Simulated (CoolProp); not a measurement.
Vapour-liquid equilibrium of R125 (1) + R227EA (2) at -7.35 °C; x and y are mole fractions of (1).

Model: multi-fluid Helmholtz-energy mixture model, Lemmon 2005 and Lemmon 2016; pair parameters Bell 2016, in CoolProp.

```json
[
 {"x": "0.05", "bubble pressure (bar)": "1.649", "y at the bubble point": "0.145", "dew pressure at overall composition x (bar)": "1.528", "liquid density (mol/L)": "8.997"},
 {"x": "0.125", "bubble pressure (bar)": "1.919", "y at the bubble point": "0.315", "dew pressure at overall composition x (bar)": "1.622", "liquid density (mol/L)": "9.151"},
 {"x": "0.2", "bubble pressure (bar)": "2.193", "y at the bubble point": "0.446", "dew pressure at overall composition x (bar)": "1.727", "liquid density (mol/L)": "(withheld)"},
 {"x": "0.275", "bubble pressure (bar)": "2.471", "y at the bubble point": "0.549", "dew pressure at overall composition x (bar)": "1.847", "liquid density (mol/L)": "9.471"},
 {"x": "0.35", "bubble pressure (bar)": "2.752", "y at the bubble point": "0.632", "dew pressure at overall composition x (bar)": "(withheld)", "liquid density (mol/L)": "9.636"},
 {"x": "0.425", "bubble pressure (bar)": "3.034", "y at the bubble point": "0.701", "dew pressure at overall composition x (bar)": "2.145", "liquid density (mol/L)": "9.807"},
 {"x": "0.5", "bubble pressure (bar)": "3.318", "y at the bubble point": "0.759", "dew pressure at overall composition x (bar)": "2.332", "liquid density (mol/L)": "9.981"},
 {"x": "0.575", "bubble pressure (bar)": "3.605", "y at the bubble point": "(withheld)", "dew pressure at overall composition x (bar)": "2.554", "liquid density (mol/L)": "10.16"},
 {"x": "0.65", "bubble pressure (bar)": "3.893", "y at the bubble point": "0.852", "dew pressure at overall composition x (bar)": "2.820", "liquid density (mol/L)": "10.34"},
 {"x": "0.725", "bubble pressure (bar)": "4.183", "y at the bubble point": "0.890", "dew pressure at overall composition x (bar)": "3.147", "liquid density (mol/L)": "10.53"},
 {"x": "0.8", "bubble pressure (bar)": "(withheld)", "y at the bubble point": "0.924", "dew pressure at overall composition x (bar)": "3.553", "liquid density (mol/L)": "10.73"},
 {"x": "0.875", "bubble pressure (bar)": "4.774", "y at the bubble point": "0.954", "dew pressure at overall composition x (bar)": "(withheld)", "liquid density (mol/L)": "10.93"},
 {"x": "0.95", "bubble pressure (bar)": "5.075", "y at the bubble point": "0.982", "dew pressure at overall composition x (bar)": "4.730", "liquid density (mol/L)": "11.13"}
]
```

Question: Complete the blanks.

Answer: 
- 0.2, liquid density (mol/L): 9.309
- 0.35, dew pressure at overall composition x (bar): 1.985
- 0.575, y at the bubble point: 0.808
- 0.8, bubble pressure (bar): 4.477
- 0.875, dew pressure at overall composition x (bar): 4.067

No azeotrope shows between x = 0.05 and 0.95.

Pair parameters are fitted to limited data, so mixtures are less certain than the pure fluids.
